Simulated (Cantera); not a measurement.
Feed: 1 mol CCl4, 0.76 mol H2, at 13.0 Pa.

Method: chemical equilibrium by Gibbs-energy minimisation in Cantera with the NASA 1993 tables (ideal gas, pure condensed phases). Candidate condensed phases: C, C6H6, C7H8, C8H18; 91 gas species. The numbers say what is thermodynamically allowed, not how fast it happens.

Which condensed phases are stable at each of these points (T (K)): 2123, 2223, 2323, 2423, 2523, 2623, 2723, 2823, 2923, 3023?


```
T (K)  condensed phases  C condensed (%)
-----  ----------------  ---------------
2123        C(graphite)            100.0
2223        C(graphite)             99.9
2323        C(graphite)             99.5
2423        C(graphite)             97.8
2523        C(graphite)             89.5
2623        C(graphite)             53.5
2723           gas only              0.0
2823           gas only              0.0
2923           gas only              0.0
3023           gas only              0.0
```

From 2123 K to 2623 K the condensed part is C(graphite). From 2723 K to 3023 K nothing is condensed.
